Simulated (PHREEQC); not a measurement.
Synthetic water in mg/kgw, 25 °C, pH 7.28:

| constituent | mg/kgw |
|---|---|
| Na | 7970 |
| K | 2040 |
| Ca | 914 |
| Mg | 2550 |
| Cl | 20600 |
| S(6) as SO4 | 4280 |
| Alkalinity as HCO3 | 0.141 |
| Br | 83.9 |
| Li | 44.9 |

Valence states are taken as typed.

All values are PHREEQC results (Pitzer model, pitzer.dat), not measurements.

The ionic strength is 0.838 mol/kgw and the activity of water is 0.982. The density is 1.026 g/cm³. The osmotic coefficient is 0.890 and the charge-balance error is -0.8 %.

```tsv
species	molality	activity	log γ
Cl-	0.581	0.357	-0.211
Na+	0.347	0.246	-0.149
Mg+2	0.105	0.0258	-0.609
K+	0.0522	0.0339	-0.188
SO4-2	0.0445	0.00320	-1.144
Ca+2	0.0228	0.00499	-0.660
Li+	0.00647	0.00507	-0.106
Br-	0.00105	0.000674	-0.193
```

No solid was allowed to form.
